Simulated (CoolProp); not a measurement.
R142b at several states: fugacity coefficient from the reference equation and from simpler models built on Tc = 137.1 °C, pc = 4055 kPa, ω = 0.232; each cubic takes its own stable root.

Values from CoolProp's reference Helmholtz-energy equation of state, Lemmon 2006. It is a short technical equation, of lower accuracy than the large ones.

```json
[
 {"T (°C)": "-15.65", "p (kPa)": "24.8", "phase": "gas", "reference": "0.9896", "van der Waals": "0.9947", "Redlich-Kwong": "0.9925", "Soave-Redlich-Kwong": "0.9917"},
 {"T (°C)": "119.25", "p (kPa)": "788", "phase": "gas", "reference": "0.9233", "van der Waals": "0.9360", "Redlich-Kwong": "0.9256", "Soave-Redlich-Kwong": "0.9243"},
 {"T (°C)": "-46.45", "p (kPa)": "701", "phase": "liquid", "reference": "0.02408", "van der Waals": "0.2983", "Redlich-Kwong": "0.04803", "Soave-Redlich-Kwong": "0.02391"},
 {"T (°C)": "19.45", "p (kPa)": "4180", "phase": "liquid", "reference": "0.07235", "van der Waals": "0.2228", "Redlich-Kwong": "0.1058", "Soave-Redlich-Kwong": "0.07427"}
]
```
